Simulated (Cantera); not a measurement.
Feed: 1 mol Si, 0.07 mol CO2, 150 mol N2, 0.062 mol H2O, equilibrated at 1425 K and 0.0133 bar.

Equilibrium computed with Cantera from the NASA thermochemical tables; the gas is ideal and each condensed phase is pure. N2 is the only nitrogen source here; it is nearly inert below about 1500 K, so the nitride shown seldom forms there in practice. Mutual solubility and eutectic melting of coexisting phases are not modelled. Kinetics and transport are ignored.

```tsv
species	before	after
N2	0.999	0.998
SiO	8.64e-7	0.000886
CO	0.000258	0.000464
Si	<1e-9	2.47e-5
H	1.20e-6	3.20e-5
H2	0.000410	0.000396
SiC(s), mol	0.0303	0
Si2N2O(s), mol	0.163	0
Si3N4(s), mol	0.214	0.288
```
Gas species are given as mole fractions.

**Question.** Name the change that produced these shifts.
A) temperature from 1425 K to 1725 K
B) Si replaced by SiC
C) H2O from 0.062 to 0.51 mol
D) pressure from 0.0133 bar to 1.10 bar

**Answer.** A, temperature from 1425 K to 1725 K
